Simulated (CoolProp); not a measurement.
Vapour pressure (kPa) of p-xylene: the reference equation beside estimates from Tc = 343.0 °C, pc = 3532 kPa, ω = 0.324.

The numbers come from the reference Helmholtz-energy equation of state, Zhou 2012 in CoolProp.

| T (°C) | reference | Lee-Kesler | van der Waals | Redlich-Kwong | Peng-Robinson |
|---|---|---|---|---|---|
| 115.95 | 53.49 | 52.12 | 409.6 | 121.3 | 53.13 |
| 122.45 | 64.97 | 63.62 | 448.6 | 142.3 | 64.55 |
| 128.95 | 78.33 | 77.05 | 490.1 | 165.9 | 77.86 |
| 135.45 | 93.78 | 92.64 | 534.0 | 192.2 | 93.27 |
| 141.95 | 111.5 | 110.6 | 580.5 | 221.6 | 111.0 |
| 148.45 | 131.8 | 131.2 | 629.6 | 254.0 | 131.3 |
| 154.95 | 154.9 | 154.7 | 681.3 | 289.8 | 154.4 |
| 161.45 | 181.1 | 181.3 | 735.8 | 329.1 | 180.6 |
| 167.95 | 210.5 | 211.4 | 793.0 | 372.1 | 210.2 |
| 174.45 | 243.4 | 245.0 | 853.0 | 419.0 | 243.3 |
| 180.95 | 280.3 | 282.7 | 915.8 | 469.9 | 280.4 |
| 187.45 | 321.2 | 324.6 | 981.6 | 525.1 | 321.7 |
| 193.95 | 366.6 | 371.0 | 1050 | 584.6 | 367.6 |
| 200.45 | 416.7 | 422.2 | 1122 | 648.8 | 418.3 |

Absolute difference from the reference over all 14 rows, mean and median: Lee-Kesler 1.0 and 1.0 %, van der Waals 357.9 and 323.1 %, Redlich-Kwong 87.0 and 84.4 %, Peng-Robinson 0.4 and 0.4 %.
